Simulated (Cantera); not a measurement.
An isothermal plug-flow reactor at 925 K and 1.00 atm (inlet), inlet velocity 0.78 m/s, active area per volume 190 1/m; feed 0.329 % H₂, 20.9 % O₂, 78.7 % N₂.

Cantera simulation using Deutschmann's 1995 Pt surface mechanism with GRI-Mech 3.0 gas chemistry; the numbers are that mechanism's predictions, not measurements. Catalytic surfaces can have several steady states; this one follows from the mechanism file's or the stated starting coverage. Mass transfer to the wall is taken as infinitely fast.

One state of this run: x H₂ = 0.00282; x O₂ = 0.209; x H₂O = 0.000472; θ free Pt = 0.107; θ O* = 0.892; θ OH* = 0.000794. x: gas mole fraction; θ: surface coverage.

Question: Which value of z (m) does it belong to?
A) 0.0042
B) 0.00016
C) 0.00058
D) 0.0022

Answer: B, 0.00016
